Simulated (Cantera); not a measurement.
An isothermal, constant-pressure homogeneous reactor starts with NH3 : N2 = 1 : 1.3 (molar parts), at 2298 K and 6900 Pa.

Detailed kinetics in Cantera: the gas-phase N/H chemistry of the illustrative SiF4/NH3 mechanism in the Surface Chemkin manual (1991). Walls and surfaces, which speed up NH3 decomposition in real reactors, are not modelled.

x: mole fraction; the columns are a selection and need not sum to one.

```tsv
t (s)	x NH3	x NH2	x NH	x N	x N2H4	x H
7.00e-6	0.435	6.99e-5	1.38e-8	4.74e-12	1.80e-11	4.57e-6
2.42e-5	0.434	0.000252	2.33e-7	2.74e-10	2.45e-10	4.59e-6
8.34e-5	0.434	0.000868	3.79e-6	1.25e-8	2.96e-9	5.07e-6
0.000288	0.431	0.00261	2.62e-5	1.50e-7	2.67e-8	1.20e-5
0.000993	0.419	?	?	?	?	?
0.00343	0.381	0.00295	6.65e-5	2.88e-6	3.42e-8	0.000144
0.0118	0.277	0.00207	7.42e-5	5.82e-6	1.69e-8	0.000394
0.0408	0.106	0.00100	5.90e-5	7.52e-6	3.98e-9	0.00103
0.141	0.00510	0.000129	2.23e-5	8.22e-6	6.55e-11	0.00357
0.486	1.84e-6	2.89e-7	3.16e-7	7.31e-7	<1e-12	0.0218
1.68	2.27e-7	3.99e-8	4.87e-8	1.26e-7	<1e-12	0.0243
5.79	1.92e-7	3.37e-8	4.12e-8	1.06e-7	<1e-12	0.0243
20.0	1.92e-7	3.37e-8	4.12e-8	1.06e-7	<1e-12	0.0243
```

Task: Complete the blanks.

Result: 
- 0.000993, x NH2: 0.00361
- 0.000993, x NH: 5.23e-5
- 0.000993, x N: 8.69e-7
- 0.000993, x N2H4: 5.14e-8
- 0.000993, x H: 4.88e-5
